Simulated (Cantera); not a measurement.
An isothermal, constant-pressure homogeneous reactor starts with CH4 : CO2 = 1 : 0.49 (molar parts), at 1750 K and 100.0 Torr.

Model: GRI-Mech 3.0 (53 species, 325 reactions), integrated in Cantera. GRI-Mech 3.0 stops at C3 and has no aromatics, soot or wall deposition, so with more carbon than oxygen in the feed, carbon stays in small species such as C2H2 where larger ones or solid carbon would form.

Q: Predict: x(CH4) at 2.00 s; x(CO2) at 2.00 s; x(CH3) at 2.00 s; x(CH2) at 2.00 s; x(CO) at 2.00 s; x(C2H4) at 2.00 s.

A: 
```json
{
  "x(CH4) at 2.00 s": "0.00701 (gas-phase equilibrium 0.00146)",
  "x(CO2) at 2.00 s": "0.00341 (gas-phase equilibrium 4.09e-8)",
  "x(CH3) at 2.00 s": "0.000122 (gas-phase equilibrium 2.48e-5)",
  "x(CH2) at 2.00 s": "1.31e-7 (gas-phase equilibrium 2.25e-8)",
  "x(CO) at 2.00 s": "0.311 (gas-phase equilibrium 0.329)",
  "x(C2H4) at 2.00 s": "0.000247 (gas-phase equilibrium 0.000219)"
}
```
